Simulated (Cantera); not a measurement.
A perfectly stirred reactor is fed with C2H6 : N2 = 1 : 26 (molar parts), at 0.000140 bar; it is held at 1850 K, and followed from long to short residence time.

Detailed kinetics in Cantera: GRI-Mech 3.0 (53 species, 325 reactions). GRI-Mech 3.0 stops at C3 and has no aromatics, soot or wall deposition, so with more carbon than oxygen in the feed, carbon stays in small species such as C2H2 where larger ones or solid carbon would form. Radical loss at walls, strong at low pressure, is not modelled.

| quantity | before | after |
|---|---|---|
| x(C2H6) at τ = 6.70 s | 5.23e-5 | 8.47e-6 |
| x(CH4) at τ = 6.70 s | 0.00336 | 0.000353 |
| x(C2H4) at τ = 6.70 s | 0.000370 | 9.34e-5 |
| x(H) at τ = 6.70 s | 0.00149 | 0.000406 |
| x(HCN) at τ = 6.70 s | 0.000246 | 0.000235 |
| x(C2H6) at τ = 47.0 ms | 0.00573 | 0.000906 |
| x(CH4) at τ = 47.0 ms | 0.00520 | 0.000138 |
| x(C2H4) at τ = 47.0 ms | 0.00922 | 0.000813 |
| x(H) at τ = 47.0 ms | 0.00197 | 0.000541 |
| x(HCN) at τ = 47.0 ms | 1.60e-5 | 8.26e-6 |

### Question
Name the change that produced these shifts.
(A) N2 26 to 240 parts
(B) pressure from 0.000140 bar to 0.000420 bar
(C) N2 26 to 3.6 parts
(D) temperature 1850 to 1350 K

### Answer
A, N2 26 to 240 parts
